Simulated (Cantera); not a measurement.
A freely propagating, adiabatic, planar premixed flame of 24.8 % H2, 11.1 % O2, 64.1 % N2, unburnt at 650 K and 90000 Pa; mixture-averaged transport, grid criteria slope 0.08 and curve 0.16, no radiation.

Computed with Cantera and the H2/O2 subset of GRI-Mech 3.0, which has no nitrogen chemistry. Burning velocities carry a grid error of a few per cent, more on coarse grids.

x: mole fraction of selected species; z is measured from the peak of heat release.

```json
[
 {"z (mm)": "-1.92", "T (K)": "650", "u (m/s)": "6.27", "x H2": "0.248", "x O2": "0.111", "x H2O": "<1e-8", "x OH": "<1e-8", "x O": "<1e-8", "x H2O2": "<1e-8"},
 {"z (mm)": "-1.28", "T (K)": "650", "u (m/s)": "6.27", "x H2": "0.248", "x O2": "0.111", "x H2O": "<1e-8", "x OH": "<1e-8", "x O": "<1e-8", "x H2O2": "<1e-8"},
 {"z (mm)": "-0.958", "T (K)": "650", "u (m/s)": "6.27", "x H2": "0.248", "x O2": "0.111", "x H2O": "<1e-8", "x OH": "<1e-8", "x O": "<1e-8", "x H2O2": "<1e-8"},
 {"z (mm)": "-0.639", "T (K)": "650", "u (m/s)": "6.27", "x H2": "0.247", "x O2": "0.111", "x H2O": "1.78e-7", "x OH": "<1e-8", "x O": "<1e-8", "x H2O2": "<1e-8"},
 {"z (mm)": "-0.319", "T (K)": "662", "u (m/s)": "6.36", "x H2": "0.244", "x O2": "0.111", "x H2O": "0.000689", "x OH": "3.79e-5", "x O": "8.31e-6", "x H2O2": "2.32e-6"},
 {"z (mm)": "-0.160", "T (K)": "820", "u (m/s)": "7.74", "x H2": "0.217", "x O2": "0.107", "x H2O": "0.0152", "x OH": "0.000506", "x O": "0.000267", "x H2O2": "6.79e-6"},
 {"z (mm)": "0", "T (K)": "1199", "u (m/s)": "11.0", "x H2": "0.129", "x O2": "0.0725", "x H2O": "0.0881", "x OH": "0.00257", "x O": "0.00400", "x H2O2": "3.08e-6"},
 {"z (mm)": "0.160", "T (K)": "1476", "u (m/s)": "13.4", "x H2": "0.0585", "x O2": "0.0285", "x H2O": "0.168", "x OH": "0.00641", "x O": "0.00774", "x H2O2": "2.29e-6"},
 {"z (mm)": "0.319", "T (K)": "1604", "u (m/s)": "14.4", "x H2": "0.0451", "x O2": "…", "x H2O": "0.188", "x OH": "…", "x O": "0.00769", "x H2O2": "…"},
 {"z (mm)": "0.639", "T (K)": "1738", "u (m/s)": "15.5", "x H2": "0.0433", "x O2": "0.0134", "x H2O": "0.198", "x OH": "0.00958", "x O": "0.00645", "x H2O2": "8.43e-7"},
 {"z (mm)": "1.28", "T (K)": "1874", "u (m/s)": "16.6", "x H2": "0.0420", "x O2": "…", "x H2O": "0.208", "x OH": "0.0100", "x O": "…", "x H2O2": "…"},
 {"z (mm)": "2.55", "T (K)": "1996", "u (m/s)": "17.5", "x H2": "0.0393", "x O2": "0.00747", "x H2O": "0.218", "x OH": "0.00951", "x O": "0.00308", "x H2O2": "2.51e-7"},
 {"z (mm)": "5.11", "T (K)": "2098", "u (m/s)": "18.2", "x H2": "0.0358", "x O2": "0.00486", "x H2O": "0.228", "x OH": "0.00814", "x O": "0.00176", "x H2O2": "1.51e-7"}
]
```

### Question
What belongs in the gaps?

### Answer

- 0.319, x O2: 0.0175
- 0.319, x OH: 0.00829
- 0.319, x H2O2: 1.52e-6
- 1.28, x O2: 0.0104
- 1.28, x O: 0.00473
- 1.28, x H2O2: 4.45e-7
